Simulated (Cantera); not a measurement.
Input: 1 mol SiCl4, a varied amount of NH3, 4.8 mol H2, held at 1325 °C and 1500 Pa.

Cantera equilibrium calculation (NASA polynomials, part measured and part estimated; ideal gas, pure solids and liquids). Candidate condensed phases: NH4Cl, Si, Si3N4; 28 gas species. Equilibrium is a limit: real reactors are often held back by kinetics, nucleation or transport.

**Question.** What share of the Si ends up in condensed phases as a function of n(NH3) (mol), at 0.69, 1.1, 1.6, 2.4, 3.7, 5.6, 8.6, 13, 20, 30?

**Answer.** 
| n(NH3) (mol) | Si condensed (%) | as |
|---|---|---|
| 0.69 | 0.0 | - |
| 1.1 | 0.0 | - |
| 1.6 | 4.3 | Si3N4(s) |
| 2.4 | 14.4 | Si3N4(s) |
| 3.7 | 26.7 | Si3N4(s) |
| 5.6 | 39.4 | Si3N4(s) |
| 8.6 | 52.3 | Si3N4(s) |
| 13 | 63.7 | Si3N4(s) |
| 20 | 73.7 | Si3N4(s) |
| 30 | 81.1 | Si3N4(s) |
